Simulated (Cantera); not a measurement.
A Cantera script and what it prints.

```python
import numpy as np
import cantera as ct

gas_names = """
    O2 H2O
""".split()
cond_names = """
    Ba(L) BaO(s) BaO2H2(L)
""".split()


def load(file, names, dense=False):
    # The tables refer to 1 bar. Condensed volumes are neglected.
    table = {s.name: s for s in ct.Species.list_from_file(file)}
    out = []
    for n in names:
        d = dict(table[n].input_data)
        d["thermo"] = dict(d["thermo"], **{"reference-pressure": 1e5})
        if dense:
            d["equation-of-state"] = {"model": "constant-volume", "density": "1e6 g/cm^3"}
        out.append(ct.Species.from_dict(d))
    return out


species = {s.name: s for s in load("nasa_gas.yaml", gas_names) + load("nasa_condensed.yaml", cond_names)}
T = 1475
g = {n: (s.thermo.h(T) - T * s.thermo.s(T)) / (ct.gas_constant * T * np.log(10)) for n, s in species.items()}
valid = cond_names  # the entries whose range holds T


def stable(la, lb):
    # potentials (over RT ln 10) of the two non-metals from log10 p(O2) and log10 p(H2O) in bar
    mu = {}
    mu["O"] = (g["O2"] + la) / 2
    mu["H"] = (g["H2O"] + lb - 1 * mu["O"]) / 2
    cost = {}
    for n in valid:
        c = species[n].composition
        cost[n] = (g[n] - sum(c.get(e, 0) * m for e, m in mu.items())) / c["Ba"]
    return min(cost, key=cost.get)


results = []
for lb in [1, -0.2, -1.4, -2.6, -3.8, -5, -6.2, -7.4, -8.6, -9.8, -11]:
    row = [stable(la, lb) for la in [-9, -8.3, -7.6, -6.9, -6.2, -5.5, -4.8, -4.2, -3.5, -2.8, -2.1, -1.4, -0.7, 0]]
    results.append(row)
    print(f"{lb:6.1f}  " + " ".join(f"{valid.index(n):x}" for n in row))
print("key: " + ", ".join(f"{i:x} {n}" for i, n in enumerate(valid)))
```

Output:

```
   1.0  2 2 2 2 2 2 2 2 2 2 2 2 2 2
  -0.2  1 1 1 1 1 1 1 1 1 1 1 1 1 1
  -1.4  1 1 1 1 1 1 1 1 1 1 1 1 1 1
  -2.6  1 1 1 1 1 1 1 1 1 1 1 1 1 1
  -3.8  1 1 1 1 1 1 1 1 1 1 1 1 1 1
  -5.0  1 1 1 1 1 1 1 1 1 1 1 1 1 1
  -6.2  1 1 1 1 1 1 1 1 1 1 1 1 1 1
  -7.4  1 1 1 1 1 1 1 1 1 1 1 1 1 1
  -8.6  1 1 1 1 1 1 1 1 1 1 1 1 1 1
  -9.8  1 1 1 1 1 1 1 1 1 1 1 1 1 1
 -11.0  1 1 1 1 1 1 1 1 1 1 1 1 1 1
key: 0 Ba(L), 1 BaO(s), 2 BaO2H2(L)
```

Cantera with NASA thermochemical tables; ideal gases at 1 bar, condensed phases pure. Not in the tables: the peroxide.
